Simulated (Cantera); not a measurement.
A closed system holds: 1 mol Si2H6, 0.29 mol HCl, 3.1 mol H2, equilibrated at 1.00 bar.

These are equilibrium values from Cantera (NASA tables, ideal gas, pure condensed phases), not measurements of a reactor. Candidate condensed phases: Si; 19 gas species. The feed counts by its element totals alone. The tables' values for SiCl3 are old estimates; treat these amounts as uncertain. Equilibrium is a limit: real reactors are often held back by kinetics, nucleation or transport. All values below are at 1050 K.

Base state: H2 0.980, HCl 0.00829, SiHCl3 0.00562, SiCl4 0.00458, SiH2Cl2 0.000786, SiCl3 0.000182, SiCl2 0.000131, SiH3Cl 2.86e-5 (mole fractions); condensed: Si(s).

Task: What changes in the equilibrium state with this change: HCl from 0.29 to 0.23 mol?

Result: 
```tsv
species	before	after
H2	0.980	0.983
HCl	0.00829	0.00770
SiHCl3	0.00562	0.00447
SiCl4	0.00458	0.00337
SiCl3	0.000182	0.000145
SiCl2	0.000131	0.000113
SiH2Cl2	0.000786	0.000677
SiH3Cl	2.86e-5	2.66e-5
Si(s), mol	1.93	1.94
```
